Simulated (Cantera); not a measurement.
# Equilibrium for abatement and gas-phase synthesis: CS2 + O2 + SO2

Feed: 1 mol CS2, 1.5 mol O2, 0.047 mol SO2, held at 698 K and 80.0 Pa.

Cantera equilibrium calculation (NASA polynomials, part measured and part estimated; ideal gas, pure solids and liquids). Candidate condensed phases: C, S; 22 gas species. Gases not in the tables: S3 to S7. The numbers say what is thermodynamically allowed, not how fast it happens.

```json
{
 "x(CO2)": "0.435",
 "x(S2)": "0.325",
 "x(SO2)": "0.237",
 "x(S2O)": "0.00252",
 "x(COS)": "0.000325",
 "x(CO)": "4.12e-5",
 "x(S8)": "7.81e-6",
 "gas_amount": "2.295 mol",
 "log10 activity of S(l) (absent)": "-0.94",
 "log10 activity of C(graphite) (absent)": "-7.86"
}
```
